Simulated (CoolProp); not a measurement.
Vapour-liquid equilibrium of propylene (1) + R142b (2) at -1.85 °C; x and y are mole fractions of (1).

Values from CoolProp's multi-fluid Helmholtz-energy mixture model, Lemmon 2013 and Lemmon 2006; pair parameters Bell 2016.

```
x     bubble pressure (MPa)  y at the bubble point  dew pressure at overall composition x (MPa)  liquid density (mol/L)
----  ---------------------  ---------------------  -------------------------------------------  ----------------------
0.05                 0.1593                      …                                       0.1406                   11.76
0.2                  0.2323                      …                                       0.1611                   11.95
0.35                 0.3014                      …                                       0.1886                   12.14
0.5                       …                  0.790                                       0.2269                   12.32
0.65                 0.4227                  0.863                                       0.2835                   12.52
0.8                  0.4779                      …                                       0.3720                   12.73
0.95                 0.5334                  0.980                                       0.5035                       …
```

### Question
Fill in the missing entries.

### Answer

- 0.05, y at the bubble point: 0.188
- 0.2, y at the bubble point: 0.517
- 0.35, y at the bubble point: 0.686
- 0.5, bubble pressure (MPa): 0.3647
- 0.8, y at the bubble point: 0.924
- 0.95, liquid density (mol/L): 12.96

No azeotrope shows between x = 0.05 and 0.95.

Pair parameters are fitted to limited data, so mixtures are less certain than the pure fluids.
